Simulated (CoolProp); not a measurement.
Model: reference Helmholtz-energy equation of state, Lemmon 2005, in CoolProp. It is a short technical equation, of lower accuracy than the large ones.

Q: Give the vapour pressure (MPa), liquid density (kg/m³), vapour density (kg/m³), liquid cp (kJ/(kg K)) of saturated isobutene at 286.7, 343.3 K.

A: 
| T (K) | p (MPa) | liquid density (kg/m³) | vapour density (kg/m³) | liquid cp (kJ/(kg K)) |
|---|---|---|---|---|
| 286.7 | 0.212 | 602 | 5.37 | 2.32 |
| 343.3 | 0.988 | 526 | 24.2 | 2.70 |
